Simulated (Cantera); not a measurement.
**Adiabatic ignition**

An adiabatic, constant-pressure homogeneous reactor starts with CH₃OH : O₂ : N₂ = 1 : 2.42 : 9.1 (molar parts), at 1050 K and 2.10 bar.

Cantera simulation using GRI-Mech 3.0 (53 species, 325 reactions); the numbers are that mechanism's predictions, not measurements. GRI-Mech 3.0 was tuned for natural gas; its chemistry of methanol as a main component is partial and can be far from experiment.

```
t (s)     T (K)  x CH₃OH    x O₂      x OH     x CO₂     x NO      x H₂
--------  -----  -------  ------  --------  --------  -------  --------
4.00e-6    1050   0.0799   0.193  2.81e-12  1.52e-11   <1e-12  1.08e-10
1.37e-5    1050   0.0799   0.193  2.83e-12  5.24e-11   <1e-12  4.03e-10
4.68e-5    1050   0.0799   0.193  2.86e-12  1.80e-10   <1e-12   1.44e-9
0.000160   1050   0.0799   0.193  2.88e-12  6.15e-10   <1e-12   5.16e-9
0.000548   1050   0.0799   0.193  2.89e-12   2.10e-9   <1e-12   1.81e-8
0.00187    1050   0.0799   0.193  2.93e-12   7.19e-9   <1e-12   6.32e-8
0.00641    1050   0.0799   0.193  3.79e-12   2.46e-8   <1e-12   2.34e-7
0.0219     1050   0.0799   0.193  1.66e-11   8.43e-8   <1e-12   1.30e-6
0.0750     1051   0.0796   0.193   1.73e-9   3.73e-7   <1e-12   7.34e-5
0.256      2300   <1e-12  0.0662   0.00560    0.0742  0.00792  0.000838
0.877      2300   <1e-12  0.0661   0.00558    0.0742  0.00828  0.000837
3.00       2300   <1e-12  0.0661   0.00558    0.0742  0.00828  0.000837
```
x: mole fraction; the columns are a selection and need not sum to one.

```yaml
time_of_steepest_temperature_rise: 97.1 ms
temperature at 3.00 s: 2300 K
equilibrium_temperature: 2300 K
x(CH₃OH) at 3.00 s: <1e-12 (gas-phase equilibrium <1e-12)
x(O₂) at 3.00 s: 0.0661 (gas-phase equilibrium 0.0661)
x(OH) at 3.00 s: 0.00558 (gas-phase equilibrium 0.00558)
```
